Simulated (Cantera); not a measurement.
An adiabatic, constant-volume homogeneous reactor starts with 3.53 % CH4, 19.6 % O2, 73.8 % N2, 3.07 % H2O, at 1623 K and 760 Torr.

Model: GRI-Mech 3.0 (53 species, 325 reactions), integrated in Cantera.

One state of this run: T (K) = 2423; P (bar) = 1.52; x CH4 = <1e-12; x O2 = 0.116; x H2O = 0.0953; x H2 = 0.000925; x HCN = 1.52e-12; x CH3 = <1e-12; x CH2O = 1.08e-12. x: mole fraction; the columns are a selection and need not sum to one.

### Question
Which value of t (s) does it belong to?
(A) 1.59e-5
(B) 0.00794
(C) 0.0630
(D) 2.00e-6

### Answer
C, 0.0630
